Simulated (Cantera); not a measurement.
Input: 1 mol HMDSO, 20 mol CO2, held at 4.50 Torr.

Method: chemical equilibrium by Gibbs-energy minimisation in Cantera with the NASA 1993 tables (ideal gas, pure condensed phases). Candidate condensed phases: C, C6H6, C7H8, C8H18, H2O, Si, SiC, SiO2; 123 gas species. The feed counts by its element totals alone. The numbers say what is thermodynamically allowed, not how fast it happens. All values below are at 1123 K.

Base state: CO 0.513, CO2 0.230, H2 0.173, H2O 0.0845 (mole fractions); condensed: SiO2(β-quartz).

Question: What changes in the equilibrium state with this change: CO2 from 20 to 9.4 mol?

Answer: 
| species | before | after |
|---|---|---|
| CO | 0.513 | 0.621 |
| H2 | 0.173 | 0.362 |
| CO2 | 0.230 | 0.0100 |
| H2O | 0.0845 | 0.00638 |
| SiO2(β-quartz), mol | 2.00 | 2.00 |
